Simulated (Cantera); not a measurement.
Input: 1 mol Si2H6, 0.32 mol O3, 12 mol H2, equilibrated at 1.33 mbar.

Cantera equilibrium calculation (NASA polynomials, part measured and part estimated; ideal gas, pure solids and liquids). Candidate condensed phases: H2O, Si, SiO2; 18 gas species. The feed counts by its element totals alone. Mutual solubility and eutectic melting of coexisting phases are not modelled. The tables hold silica as quartz up to 1696 K and as liquid above; real silica turns to tridymite and cristobalite and melts near 1996 K. Gases not in the tables: Si2H6 and higher silanes. The numbers say what is thermodynamically allowed, not how fast it happens.

x: gas mole fraction; n: condensed amount in mol.

| T (K) | x H2 | x SiO | x Si | x H | x SiH | x Si2 | x Si3 | n Si(s) | n SiO2(α-quartz) | n SiO2(β-quartz) | n Si(l) |
|---|---|---|---|---|---|---|---|---|---|---|---|
| 700 | 1.00 | <1e-12 | <1e-12 | <1e-12 | <1e-12 | <1e-12 | <1e-12 | 1.52 | 0.480 | 0 | 0 |
| 850 | 1.00 | 2.41e-10 | <1e-12 | 5.61e-10 | <1e-12 | <1e-12 | <1e-12 | 1.52 | 0 | 0.480 | 0 |
| 1000 | 1.00 | 3.91e-7 | <1e-12 | 6.22e-8 | <1e-12 | <1e-12 | <1e-12 | 1.52 | 0 | 0.480 | 0 |
| 1150 | 1.000 | 8.94e-5 | 1.49e-10 | 2.04e-6 | 1.14e-10 | <1e-12 | <1e-12 | 1.52 | 0 | 0.479 | 0 |
| 1300 | 0.994 | … | … | … | … | … | <1e-12 | 1.48 | 0 | … | 0 |
| 1450 | 0.940 | 0.0601 | … | … | … | … | … | 1.04 | 0 | 0 | 0 |
| 1600 | 0.938 | 0.0601 | 7.31e-5 | 0.00144 | 5.64e-6 | 1.82e-7 | 3.99e-8 | 1.04 | 0 | 0 | 0 |
| 1750 | 0.933 | 0.0599 | 0.00113 | 0.00615 | 5.25e-5 | 5.82e-6 | 1.43e-6 | 0 | 0 | 0 | 1.02 |
| 1900 | 0.910 | 0.0589 | 0.00946 | 0.0207 | 0.000286 | 7.60e-5 | 1.71e-5 | 0 | 0 | 0 | 0.877 |
| 2050 | 0.830 | 0.0550 | 0.0566 | 0.0566 | 0.00114 | 0.000644 | 0.000132 | 0 | 0 | 0 | 0 |

**Question.** What belongs in the gaps?

**Answer.** 
- 1450, x Si: 2.31e-6
- 1450, x H: 0.000251
- 1450, x SiH: 3.24e-7
- 1450, x Si2: 2.04e-9
- 1450, x Si3: 3.32e-10
- 1300, x SiO: 0.00571
- 1300, x Si: 3.25e-8
- 1300, x H: 3.02e-5
- 1300, x SiH: 9.81e-9
- 1300, x Si2: 7.94e-12
- 1300, n SiO2(β-quartz): 0.437
